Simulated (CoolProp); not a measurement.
Vapour pressure (kPa) of CF4 (R14): the reference equation beside estimates from Tc = -45.8 °C, pc = 3762 kPa, ω = 0.178. Clausius-Clapeyron is anchored at -123.45 °C with a constant enthalpy of vaporisation of 11.61 kJ/mol.

Values from CoolProp's reference Helmholtz-energy equation of state, Platzer 1990. This equation is an older, rougher fit; its heat capacities, sound speeds and derivatives of the liquid may be far off and weren't checked against measurements.

| T (°C) | reference | Lee-Kesler | Clausius-Clapeyron | van der Waals | Redlich-Kwong | Soave-Redlich-Kwong | Peng-Robinson |
|---|---|---|---|---|---|---|---|
| -143.35 | 29.85 | 29.25 | 33.14 | 243.6 | 44.73 | 29.50 | 30.47 |
| -139.35 | 42.36 | 41.73 | 45.71 | 291.7 | 62.57 | 42.01 | 43.09 |
| -135.35 | 58.76 | 58.17 | 61.88 | 346.1 | 85.45 | 58.44 | 59.57 |
| -131.45 | 79.22 | 78.78 | 81.78 | 405.3 | 113.4 | 79.00 | 80.11 |
| -127.45 | 105.6 | 105.5 | 107.2 | 472.7 | 148.7 | 105.6 | 106.6 |
| -123.45 | 138.5 | 138.7 | 138.5 | 547.3 | 191.6 | 138.8 | 139.5 |
| -119.45 | 178.6 | 179.5 | 176.5 | 629.3 | 243.1 | 179.5 | 179.7 |
| -115.45 | 227.2 | 228.8 | 222.2 | 719.1 | 303.9 | 228.7 | 228.4 |
| -111.45 | 285.2 | 287.8 | 276.6 | 816.8 | 375.2 | 287.8 | 286.5 |
| -107.45 | 353.8 | 357.5 | 340.7 | 922.8 | 457.6 | 357.6 | 355.3 |

Absolute difference from the reference over all 10 rows, mean and median: Lee-Kesler 0.8 and 0.8 %, Clausius-Clapeyron 3.9 and 3.1 %, van der Waals 366.4 and 321.4 %, Redlich-Kwong 39.6 and 39.6 %, Soave-Redlich-Kwong 0.6 and 0.6 %, Peng-Robinson 1.0 and 0.8 %.
